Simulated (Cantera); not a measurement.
A perfectly stirred reactor is fed with CO : H₂ : O₂ : N₂ = 1 : 0.2 : 1.4 : 5.25 (molar parts), equivalence ratio 0.43, at 1.40 bar; it is adiabatic with a 475 K inlet, and is followed from long to short residence time, starting on the burning branch (τ in s: 0.053, 0.025, 0.012, 0.0055, 0.0026, 0.0012, 0.00058, 0.00027, 0.00013, 6e-05, 2.8e-05, 1.3e-05, 6.3e-06).

Cantera simulation using GRI-Mech 3.0 (53 species, 325 reactions); the numbers are that mechanism's predictions, not measurements.

What does this change do: pressure from 1.40 bar to 0.280 bar?


| quantity | before | after |
|---|---|---|
| blow-out, bracketed by the residence times tried | burning at 0.580 ms, out at 0.270 ms | burning at 2.60 ms, out at 1.20 ms |
| x(CO) at τ = 53.0 ms | 0.00158 | 0.00698 |
| x(H₂) at τ = 53.0 ms | 5.98e-5 | 0.000362 |
| x(O₂) at τ = 53.0 ms | 0.111 | 0.111 |
| x(NO₂) at τ = 53.0 ms | 1.31e-7 | 8.85e-9 |
| x(NO) at τ = 53.0 ms | 4.02e-5 | 2.44e-5 |
| x(CO) at τ = 0.580 ms | 0.0301 | 0.127 |
| x(H₂) at τ = 0.580 ms | 0.000827 | 0.0255 |
| x(O₂) at τ = 0.580 ms | 0.121 | 0.178 |
| x(NO₂) at τ = 0.580 ms | 1.55e-8 | <1e-12 |
| x(NO) at τ = 0.580 ms | 8.48e-6 | <1e-12 |

What does this change do: inlet temperature 475 to 648 K?


```
quantity                                                                        before                                 after
------------------------------------------------  ------------------------------------  ------------------------------------
blow-out, bracketed by the residence times tried  burning at 0.580 ms, out at 0.270 ms  burning at 0.270 ms, out at 0.130 ms
x(CO) at τ = 53.0 ms                                                           0.00158                               0.00179
x(H₂) at τ = 53.0 ms                                                           5.98e-5                               6.93e-5
x(O₂) at τ = 53.0 ms                                                             0.111                                 0.110
x(NO₂) at τ = 53.0 ms                                                          1.31e-7                               2.51e-7
x(NO) at τ = 53.0 ms                                                           4.02e-5                              0.000109
x(CO) at τ = 0.580 ms                                                           0.0301                                0.0250
x(H₂) at τ = 0.580 ms                                                         0.000827                              0.000808
x(O₂) at τ = 0.580 ms                                                            0.121                                 0.118
x(NO₂) at τ = 0.580 ms                                                         1.55e-8                               2.70e-8
x(NO) at τ = 0.580 ms                                                          8.48e-6                               2.03e-5
```
